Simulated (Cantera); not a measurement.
Input: 1 mol Si, 0.61 mol HCl, 1.4 mol H2, at 1548 K and 4.30 bar.

Cantera equilibrium calculation (NASA polynomials, part measured and part estimated; ideal gas, pure solids and liquids). Candidate condensed phases: Si; 19 gas species. The tables' values for SiCl3 are old estimates; treat these amounts as uncertain. Kinetics and transport are ignored.

Base state: H2 0.825, HCl 0.0927, SiCl2 0.0346, SiHCl3 0.0161, SiCl4 0.0148, SiCl3 0.0135, SiH2Cl2 0.00285, SiH3Cl 0.000150 (mole fractions); condensed: Si(s).

**Question.** What changes in the equilibrium state with this change: 0.41 mol HF added?

**Answer.** 
```
species     before    after
----------  ------  -------
H2           0.825    0.792
HCl         0.0927   0.0856
SiCl2       0.0346   0.0308
SiF4             0   0.0301
SiHF3            0   0.0125
SiCl4       0.0148   0.0117
SiHCl3      0.0161   0.0132
SiCl3       0.0135   0.0113
SiF3             0  0.00593
SiH2F2           0  0.00234
HF               0  0.00131
Si(s), mol   0.842    0.729
```
The tables' values for SiCl3, SiF3, SiF2 are old estimates; treat these amounts as uncertain.

**Question.** What changes in the equilibrium state with this change: temperature from 1548 K to 925 K?

**Answer.** 
```tsv
species	before	after
H2	0.825	0.901
SiCl4	0.0148	0.0458
SiHCl3	0.0161	0.0455
HCl	0.0927	0.00329
SiCl2	0.0346	1.74e-5
SiCl3	0.0135	0.000142
H	1.35e-5	<1e-9
SiH2Cl2	0.00285	0.00444
SiH3Cl	0.000150	0.000107
Si(s), mol	0.842	0.824
```
